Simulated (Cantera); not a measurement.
A closed system holds: 1 mol MgO, 0.17 mol H₂O, 0.061 mol O₂, equilibrated at 798.15 K and 0.930 bar.

Cantera equilibrium calculation (NASA polynomials, part measured and part estimated; ideal gas, pure solids and liquids). Candidate condensed phases: H₂O, Mg, MgO, Mg(OH)₂; 15 gas species. Rates play no part.

**Question.** What is the equilibrium state?

**Answer.** 
* **x(H₂O)**: 0.736
* **x(O₂)**: 0.264
* **n(MgO(s))**: 1.00 mol
* **gas amount**: 0.2310 mol
* **log10 activity of Mg(s) (absent)**: -33.41
